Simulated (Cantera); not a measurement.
A closed system holds: 1 mol Si, a varied amount of HCl, held at 675 °C and 0.120 bar.

Cantera equilibrium calculation (NASA polynomials, part measured and part estimated; ideal gas, pure solids and liquids). Candidate condensed phases: Si; 19 gas species. The numbers say what is thermodynamically allowed, not how fast it happens.

Task: What share of the Si ends up in condensed phases as a function of n(HCl) (mol), at 1.4, 2.2, 3.5, 5.6, 8.9, 14, 23?

Result: 
```csv
n(HCl) (mol),Si condensed (%),as
1.4,63.6,Si(s)
2.2,42.8,Si(s)
3.5,9.0,Si(s)
5.6,0.0,-
8.9,0.0,-
14,0.0,-
23,0.0,-
```
